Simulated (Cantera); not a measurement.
Thermodynamics of silicon oxide and oxynitride deposition, feed SiCl4 + H2O + H2

Input: 1 mol SiCl4, 1.9 mol H2O, 0.36 mol H2, held at 1275 K.

Method: chemical equilibrium by Gibbs-energy minimisation in Cantera with the NASA 1993 tables (ideal gas, pure condensed phases). Candidate condensed phases: H2O, Si, SiO2; 30 gas species. The tables' values for SiCl3 are old estimates; treat these amounts as uncertain. The tables hold silica as quartz up to 1696 K and as liquid above; real silica turns to tridymite and cristobalite and melts near 1996 K. The numbers say what is thermodynamically allowed, not how fast it happens.

```csv
P (Pa),log p HCl,log p H2,log p SiCl4,log p SiCl2,log p SiCl3,log p SiO,n SiO2(β-quartz)
5,-4.34,-5.41,-6.73,-6.55,-7.05,-7.24,0.948
26,-3.63,-4.67,-5.70,-6.21,-6.36,-7.41,0.950
140,-2.90,-3.93,-4.84,-6.07,-5.86,-7.70,0.950
710,-2.19,-3.22,-4.10,-6.03,-5.47,-8.03,0.950
3700,-1.48,-2.50,-3.37,-6.01,-5.10,-8.38,0.950
19000,-0.77,-1.79,-2.65,-6.01,-4.73,-8.73,0.950
100000,-0.04,-1.07,-1.93,-6.00,-4.37,-9.09,0.950
```
log p: log10 of the partial pressure in bar; n: condensed amount in mol.

From 5.00 Pa to 100000 Pa the condensed part is SiO2(β-quartz). The main Si-bearing gas is SiCl2 at 5.00 Pa and SiCl4 at 100000 Pa.
